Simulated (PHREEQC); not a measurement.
A PHREEQC input (ion-association model, wateq4f.dat):

```
SOLUTION 1
  temp 20
  units mg/kgw
  pH 12.5
  pe 0.5
  Na 3980
  K 105
  Ca 805
  Mg 130
  Cl 7450
  S(6) 1360 as SO4
  Alkalinity 76.7 as HCO3
  Sr 217
END
USE solution 1
EQUILIBRIUM_PHASES 1
  Gypsum 0 0
  CO2(g) -2 10
END
```

It stops with these messages:

```
WARNING: Maximum iterations exceeded, 100
WARNING: Maximum iterations exceeded, 100
WARNING: The program has failed to converge to a numerical solution.
ERROR:           Alkalinity has not converged. Total: 1.256983e-03	Calculated: 3.731399e-02	Residual: -3.605700e-02
ERROR: Is non-carbonate alkalinity greater than total alkalinity?
ERROR:                   Ca has not converged. Total: 2.008483e-02	Calculated: 1.227159e-02	Residual: 7.813241e-03
ERROR:                   Cl has not converged. Total: 2.101374e-01	Calculated: 3.006690e-01	Residual: -9.053162e-02
ERROR:                    K has not converged. Total: 2.685285e-03	Calculated: 2.526700e-03	Residual: 1.585851e-04
ERROR:                   Mg has not converged. Total: 5.347154e-03	Calculated: 4.411619e-03	Residual: 9.355348e-04
ERROR:                   Na has not converged. Total: 1.731203e-01	Calculated: 2.348658e-01	Residual: -6.174554e-02
ERROR:                 S(6) has not converged. Total: 1.415723e-02	Calculated: 8.729290e-03	Residual: 5.427938e-03
ERROR:                   Sr has not converged. Total: 2.476604e-03	Calculated: 1.593695e-03	Residual: 8.829088e-04
ERROR:                   Mu Ionic strength has not converged. 	Residual: -3.412904e-03
ERROR:               A(H2O) Activity of water has not converged. 	Residual: 9.331944e-03
ERROR: Model failed to converge for initial solution  1.
```

Problem. Find the cause and the fix.

Solution. The fault: pH typed as 12.5 with the alkalinity kept. The line should read `pH 6.84` where the input has `pH 12.5`. With the mend the run ends at pH 6.70 and ionic strength 0.260 mol/kgw.
